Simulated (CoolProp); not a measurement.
Saturation properties of methane.

Values from CoolProp's reference Helmholtz-energy equation of state, Setzmann 1991.

```json
[
 {"T (K)": "112.5", "p (MPa)": "0.1085", "liquid density (kg/m³)": "421.1", "vapour density (kg/m³)": "1.933", "enthalpy of vaporisation (kJ/kg)": "509.3", "surface tension (mN/m)": "12.8"},
 {"T (K)": "114.7", "p (MPa)": "0.1292", "liquid density (kg/m³)": "417.9", "vapour density (kg/m³)": "2.270", "enthalpy of vaporisation (kJ/kg)": "505.2", "surface tension (mN/m)": "12.3"},
 {"T (K)": "117", "p (MPa)": "0.1539", "liquid density (kg/m³)": "414.5", "vapour density (kg/m³)": "2.668", "enthalpy of vaporisation (kJ/kg)": "500.7", "surface tension (mN/m)": "11.9"},
 {"T (K)": "119.2", "p (MPa)": "0.1808", "liquid density (kg/m³)": "411.1", "vapour density (kg/m³)": "3.095", "enthalpy of vaporisation (kJ/kg)": "496.3", "surface tension (mN/m)": "11.5"},
 {"T (K)": "121.4", "p (MPa)": "0.2111", "liquid density (kg/m³)": "407.7", "vapour density (kg/m³)": "3.571", "enthalpy of vaporisation (kJ/kg)": "491.7", "surface tension (mN/m)": "11.0"},
 {"T (K)": "123.7", "p (MPa)": "0.2467", "liquid density (kg/m³)": "404.2", "vapour density (kg/m³)": "4.126", "enthalpy of vaporisation (kJ/kg)": "486.7", "surface tension (mN/m)": "10.6"},
 {"T (K)": "125.9", "p (MPa)": "0.2848", "liquid density (kg/m³)": "400.7", "vapour density (kg/m³)": "4.715", "enthalpy of vaporisation (kJ/kg)": "481.8", "surface tension (mN/m)": "10.2"},
 {"T (K)": "128.2", "p (MPa)": "0.3292", "liquid density (kg/m³)": "397.0", "vapour density (kg/m³)": "5.397", "enthalpy of vaporisation (kJ/kg)": "476.4", "surface tension (mN/m)": "9.74"},
 {"T (K)": "130.4", "p (MPa)": "0.3762", "liquid density (kg/m³)": "393.4", "vapour density (kg/m³)": "6.116", "enthalpy of vaporisation (kJ/kg)": "471.1", "surface tension (mN/m)": "9.33"},
 {"T (K)": "132.6", "p (MPa)": "0.4280", "liquid density (kg/m³)": "389.7", "vapour density (kg/m³)": "6.906", "enthalpy of vaporisation (kJ/kg)": "465.5", "surface tension (mN/m)": "8.92"},
 {"T (K)": "134.9", "p (MPa)": "0.4876", "liquid density (kg/m³)": "385.8", "vapour density (kg/m³)": "7.813", "enthalpy of vaporisation (kJ/kg)": "459.5", "surface tension (mN/m)": "8.49"},
 {"T (K)": "137.1", "p (MPa)": "0.5501", "liquid density (kg/m³)": "382.0", "vapour density (kg/m³)": "8.764", "enthalpy of vaporisation (kJ/kg)": "453.5", "surface tension (mN/m)": "8.09"},
 {"T (K)": "139.4", "p (MPa)": "0.6215", "liquid density (kg/m³)": "377.9", "vapour density (kg/m³)": "9.851", "enthalpy of vaporisation (kJ/kg)": "446.9", "surface tension (mN/m)": "7.67"},
 {"T (K)": "141.6", "p (MPa)": "0.6959", "liquid density (kg/m³)": "374.0", "vapour density (kg/m³)": "10.99", "enthalpy of vaporisation (kJ/kg)": "440.4", "surface tension (mN/m)": "7.27"}
]
```

It boils at 111.7 K under 1 atm.

Surface tension comes from a separate correlation (Mulero 2012).
